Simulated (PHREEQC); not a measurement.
A column of 0.5 m (40 cells, dispersivity 0.04 m, 3600 s a shift, diffusion coefficient 3e-10 m²/s) holds 0.0085 eq of the database's cation exchanger X per kg of pore water, first in equilibrium with 0.0022 mol/kgw KBr, 0.059 mol/kgw ZnCl2 and 1e-05 mol/kgw HCl. It is flushed with 0.0014 mol CaCl2, 0.0088 mol Na2SO4 and 1e-05 mol HCl per kg of water, at 15 °C. Values are for the last cell. CO2 from the air is kept out. No solid was allowed to form.

All values are PHREEQC results (ion-association model, phreeqc.dat), not measurements.

```
pore volumes  Na in solution (mol/kgw)  S in solution (mol/kgw)  Ca in solution (mol/kgw)  Br in solution (mol/kgw)  K in solution (mol/kgw)  NaX on the exchanger (mol/kgw)
------------  ------------------------  -----------------------  ------------------------  ------------------------  -----------------------  ------------------------------
0                                    0                        0                         0                   0.00220                  0.00220                               0
0.2125                         1.20e-7                  7.43e-8                   3.92e-9                   0.00220                  0.00220                         1.71e-9
0.5125                        0.000914                 0.000502                   4.62e-5                   0.00207                  0.00210                         1.34e-5
0.7125                         0.00397                  0.00214                  0.000199                   0.00166                  0.00173                         6.48e-5
0.9125                         0.00790                  0.00423                  0.000361                   0.00114                  0.00125                        0.000155
1.212                           0.0124                  0.00665                  0.000454                  0.000538                 0.000651                        0.000354
1.413                           0.0142                  0.00759                  0.000431                  0.000303                 0.000404                        0.000527
1.613                           0.0152                  0.00814                  0.000388                  0.000164                 0.000251                        0.000725
1.812                           0.0159                  0.00845                  0.000352                   8.69e-5                 0.000158                        0.000931
2.112                           0.0165                  0.00867                  0.000330                   3.26e-5                  8.21e-5                         0.00121
2.312                           0.0168                  0.00873                  0.000339                   1.67e-5                  5.42e-5                         0.00136
2.513                           0.0171                  0.00877                  0.000365                   8.52e-6                  3.61e-5                         0.00148
2.812                           0.0173                  0.00879                  0.000430                   3.08e-6                  1.98e-5                         0.00159
3.013                           0.0174                  0.00879                  0.000487                   1.56e-6                  1.32e-5                         0.00164
```

Complexes and solids missing from the database can't appear.
